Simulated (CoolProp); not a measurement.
The numbers come from the reference Helmholtz-energy equation of state, Wu 2011 in CoolProp.

### Question
Give the vapour pressure (MPa), liquid density (kg/m³), enthalpy of vaporisation (kJ/kg), surface tension (mN/m) of saturated dimethyl ether at -40.55, -14.85, 2.35 °C.

### Answer
```tsv
T (°C)	p (MPa)	liquid density (kg/m³)	enthalpy of vaporisation (kJ/kg)	surface tension (mN/m)
-40.55	0.0483	756	483	21.1
-14.85	0.153	721	453	17.1
2.35	0.289	697	432	14.6
```

Surface tension comes from a separate correlation (Mulero 2012).
